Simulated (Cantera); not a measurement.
# Thermodynamics of iron carbonyl, mercury and lead vapours, feed Pb + CO + N₂

Feed: 1 mol Pb, 1.6 mol CO, 1.3 mol N₂, at 13.3 mbar.

Equilibrium computed with Cantera from the NASA thermochemical tables; the gas is ideal and each condensed phase is pure. Candidate condensed phases: C, Pb, PbO, PbO₂, Pb₃O₄; 27 gas species. Kinetics and transport are ignored.

```csv
T (°C),x CO,x N₂,x Pb,x CO₂,x Pb₂,x PbO,n C(graphite),n Pb(l)
875,0.540,0.439,0.0210,0.000158,4.49e-7,1.34e-10,0.000468,0.938
900,0.534,0.434,0.0316,0.000106,8.89e-7,1.94e-10,0.000318,0.905
925,0.526,0.427,0.0468,7.17e-5,1.71e-6,2.75e-10,0.000218,0.858
950,0.514,0.418,0.0681,4.85e-5,3.19e-6,3.81e-10,0,0.788
975,0.498,0.405,0.0975,3.26e-5,5.81e-6,5.16e-10,0,0.687
1000,0.476,0.387,0.138,2.17e-5,1.03e-5,6.80e-10,0,0.537
1025,0.446,0.362,0.192,1.40e-5,1.79e-5,8.68e-10,0,0.312
1050,0.410,0.333,0.256,8.87e-6,2.88e-5,1.04e-9,0,0
1075,0.410,0.333,0.256,6.69e-6,2.60e-5,1.02e-9,0,0
1100,0.410,0.333,0.256,5.10e-6,2.36e-5,1.00e-9,0,0
1125,0.410,0.333,0.256,3.93e-6,2.14e-5,9.85e-10,0,0
1150,0.410,0.333,0.256,3.06e-6,1.95e-5,9.68e-10,0,0
1175,0.410,0.333,0.256,2.40e-6,1.78e-5,9.52e-10,0,0
1200,0.410,0.333,0.256,1.90e-6,1.64e-5,9.36e-10,0,0
```
x: gas mole fraction; n: condensed amount in mol.

From 875 °C to 925 °C the condensed part is C(graphite) + Pb(l). From 950 °C to 1025 °C the condensed part is Pb(l). From 1050 °C to 1200 °C nothing is condensed. The main Pb-bearing gas is Pb throughout.
